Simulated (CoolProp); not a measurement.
A Linde-Hampson liquefier for ethylene: isothermal reversible compression at 320 K from 1 atm to 25 MPa, throttling to 1 atm, return gas leaving the recuperator 10 K below the feed. Each further row changes one setting.

Computed with CoolProp (reference Helmholtz-energy equation of state, Smukala 2000).

```csv
case,liquid yield per pass,compression work (kJ/kg of gas)
as stated,(withheld),432
high pressure 50 MPa,(withheld),(withheld)
warm-end temperature 350 K,(withheld),(withheld)
warm-end gap 15 K,(withheld),432
```

Q: Some entries are withheld; supply them.

A: 
- as stated, liquid yield per pass: 0.412
- high pressure 50 MPa, liquid yield per pass: 0.407
- high pressure 50 MPa, compression work (kJ/kg of gas): 491
- warm-end temperature 350 K, liquid yield per pass: 0.333
- warm-end temperature 350 K, compression work (kJ/kg of gas): 498
- warm-end gap 15 K, liquid yield per pass: 0.405
